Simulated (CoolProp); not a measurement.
Vapour-liquid equilibrium of dimethyl ether (1) + chloromethane (R40) (2) at 7.22 bar; x and y are mole fractions of (1).

Computed with CoolProp (multi-fluid Helmholtz-energy mixture model, Wu 2011 and Thol 2014; pair parameters Bell 2016).

Task: Give the bubble temperature and the first vapour's composition at x = 0.2, 0.5, 0.65. Is there an azeotrope?

Result: x = 0.2: 33.9 °C, y = 0.187; x = 0.5: 34.4 °C, y = 0.504; x = 0.65: 34.1 °C, y = 0.665. y crosses x between x = 0.35 and 0.5: the model has an azeotrope there.

The pair parameters rest on a limited set of measurements; away from them the model extrapolates.
